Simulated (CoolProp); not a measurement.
Vapour-liquid equilibrium of m-xylene (1) + o-xylene (2) at 506.3 K; x and y are mole fractions of (1).

Computed with CoolProp (multi-fluid Helmholtz-energy mixture model, Zhou 2012 and Zhou 2012; pair parameters Bell 2016).

```
x     bubble pressure (kPa)  y at the bubble point  dew pressure at overall composition x (kPa)  liquid density (mol/L)
----  ---------------------  ---------------------  -------------------------------------------  ----------------------
0.05                  671.3                  0.054                                        671.0                   6.323
0.2                   682.9                  0.215                                        681.8                   6.289
0.35                  695.2                  0.372                                        693.4                   6.255
0.5                   707.8                  0.524                                        705.8                   6.220
0.65                  720.5                  0.671                                        718.6                   6.186
0.8                   732.8                  0.814                                        731.6                   6.152
0.95                  744.7                  0.954                                        744.4                   6.119
```

No azeotrope shows between x = 0.05 and 0.95.

The pair parameters rest on a limited set of measurements; away from them the model extrapolates.
